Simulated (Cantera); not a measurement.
A perfectly stirred reactor is fed with NH₃ : N₂ = 1 : 4.8 (molar parts), at 750 Torr; it is held at 1523 K, and followed from long to short residence time.

Cantera simulation using the gas-phase N/H chemistry of the illustrative SiF4/NH3 mechanism in the Surface Chemkin manual (1991); the numbers are that mechanism's predictions, not measurements. Walls and surfaces, which speed up NH3 decomposition in real reactors, are not modelled.

**Question.** What does this change do: temperature 1523 to 2125 K?

**Answer.** 
| quantity | before | after |
|---|---|---|
| x(NH₃) at τ = 1.40 s | 0.162 | 0.00154 |
| x(N₂H₂) at τ = 1.40 s | 6.35e-8 | 7.22e-9 |
| x(N) at τ = 1.40 s | 2.52e-9 | 1.62e-6 |
| x(N₂H₄) at τ = 1.40 s | 4.29e-8 | 1.22e-10 |
| x(N₂) at τ = 1.40 s | 0.825 | 0.779 |
| x(NH₃) at τ = 19.0 ms | 0.172 | 0.0640 |
| x(N₂H₂) at τ = 19.0 ms | 5.55e-8 | 5.19e-7 |
| x(N) at τ = 19.0 ms | 4.89e-11 | 1.98e-6 |
| x(N₂H₄) at τ = 19.0 ms | 4.33e-8 | 2.35e-8 |
| x(N₂) at τ = 19.0 ms | 0.828 | 0.797 |
